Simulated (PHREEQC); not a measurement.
Solution (26 °C): 0.23 mol CuSO4 and 0.18 mol HNO3 per kg of water. Closed to the air; pH follows from the charge balance.

Model: ion-association model, wateq4f.dat, run in PHREEQC.

| Quantity | Result |
|---|---|
| pH | 1.22 |
| ionic strength | 0.611 mol/kgw |
| activity of water | 0.989 |
| total alkalinity | -180 meq/kg |

```tsv
species	molality	activity	log γ
NO3-	0.180	0.107	-0.226
Cu+2	0.158	0.0371	-0.629
HSO4-	0.100	0.0654	-0.185
H+	0.0798	0.0605	-0.121
CuSO4	0.0722	0.0831	0.061
SO4-2	0.0576	0.0109	-0.724
CuOH+	9.56e-9	6.07e-9	-0.197
```

Precipitation was switched off in this run. Species that the database lacks are ignored.
